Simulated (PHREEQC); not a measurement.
A solution holds 0.0049 mol/kgw CuSO4, 0.0051 mol/kgw HNO3 and 0.0064 mol/kgw FeCl3, at 25 °C. Closed to the air; pH follows from the charge balance.

Equilibrium calculation in PHREEQC: ion-association model, phreeqc.dat.

### Question
The ionic strength comes out as 0.0389 mol/kgw. What activity coefficients do FeOH+2, CuCl+, HSO4-, FeSO4+, NO3- get?

### Answer
FeOH+2 0.50, CuCl+ 0.83, HSO4- 0.84, FeSO4+ 0.84, NO3- 0.82.

Precipitation was switched off in this run. The solution is supersaturated, for example in Hematite (slow to form), Goethite (slow to form), so a real one may precipitate; this is no full list.
